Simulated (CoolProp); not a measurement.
Vapour pressure (kPa) of R245ca: the reference equation beside estimates from Tc = 447.6 K, pc = 3941 kPa, ω = 0.355. Clausius-Clapeyron is anchored at 312.9 K with a constant enthalpy of vaporisation of 26.24 kJ/mol.

Values from CoolProp's reference Helmholtz-energy equation of state, Zhou 2016.

```json
[
 {"T (K)": "249.6", "reference": "9.602", "Lee-Kesler": "9.583", "Clausius-Clapeyron": "13.31", "van der Waals": "221.4", "Redlich-Kwong": "35.84", "Soave-Redlich-Kwong": "9.746", "Peng-Robinson": "10.25"},
 {"T (K)": "270.7", "reference": "30.29", "Lee-Kesler": "30.07", "Clausius-Clapeyron": "35.66", "van der Waals": "358.5", "Redlich-Kwong": "87.73", "Soave-Redlich-Kwong": "30.31", "Peng-Robinson": "31.14"},
 {"T (K)": "291.8", "reference": "77.94", "Lee-Kesler": "77.56", "Clausius-Clapeyron": "82.85", "van der Waals": "544.1", "Redlich-Kwong": "183.5", "Soave-Redlich-Kwong": "77.71", "Peng-Robinson": "78.52"},
 {"T (K)": "312.9", "reference": "171.8", "Lee-Kesler": "171.8", "Clausius-Clapeyron": "171.8", "van der Waals": "784.8", "Redlich-Kwong": "340.9", "Soave-Redlich-Kwong": "171.7", "Peng-Robinson": "171.5"},
 {"T (K)": "334", "reference": "336.4", "Lee-Kesler": "337.7", "Clausius-Clapeyron": "324.9", "van der Waals": "1086", "Redlich-Kwong": "578.2", "Soave-Redlich-Kwong": "337.8", "Peng-Robinson": "335.0"},
 {"T (K)": "355.1", "reference": "600.7", "Lee-Kesler": "604.1", "Clausius-Clapeyron": "569.7", "van der Waals": "1454", "Redlich-Kwong": "913.4", "Soave-Redlich-Kwong": "606.6", "Peng-Robinson": "599.2"},
 {"T (K)": "376.2", "reference": "997.8", "Lee-Kesler": "1004", "Clausius-Clapeyron": "937.9", "van der Waals": "1891", "Redlich-Kwong": "1364", "Soave-Redlich-Kwong": "1013", "Peng-Robinson": "999.3"},
 {"T (K)": "397.3", "reference": "1566", "Lee-Kesler": "1574", "Clausius-Clapeyron": "1464", "van der Waals": "2403", "Redlich-Kwong": "1944", "Soave-Redlich-Kwong": "1595", "Peng-Robinson": "1575"},
 {"T (K)": "418.5", "reference": "2357", "Lee-Kesler": "2367", "Clausius-Clapeyron": "2190", "van der Waals": "2996", "Redlich-Kwong": "2675", "Soave-Redlich-Kwong": "2399", "Peng-Robinson": "2378"},
 {"T (K)": "439.6", "reference": "3433", "Lee-Kesler": "3442", "Clausius-Clapeyron": "3145", "van der Waals": "3666", "Redlich-Kwong": "3562", "Soave-Redlich-Kwong": "3462", "Peng-Robinson": "3452"}
]
```

Absolute difference from the reference over all 10 rows, mean and median: Lee-Kesler 0.4 and 0.5 %, Clausius-Clapeyron 9.9 and 6.4 %, van der Waals 478.6 and 182.4 %, Redlich-Kwong 89.9 and 62.0 %, Soave-Redlich-Kwong 0.9 and 0.9 %, Peng-Robinson 1.3 and 0.6 %.
